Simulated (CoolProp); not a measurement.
Vapour-liquid equilibrium of CH2F2 (R32) (1) + R152A (2) at 180.5 K; x and y are mole fractions of (1).

Computed with CoolProp (multi-fluid Helmholtz-energy mixture model, Tillner-Roth 1997 and Outcalt 1996; pair parameters Bell 2016).

Question: Give the bubble pressure and the first vapour's composition at x = 0.25, 0.35, 0.45. Is there an azeotrope?

Answer: x = 0.25: 2.837 kPa, y = 0.680; x = 0.35: 3.446 kPa, y = 0.770; x = 0.45: 4.035 kPa, y = 0.832. No azeotrope shows between x = 0.05 and 0.95.

The pair parameters rest on a limited set of measurements; away from them the model extrapolates.
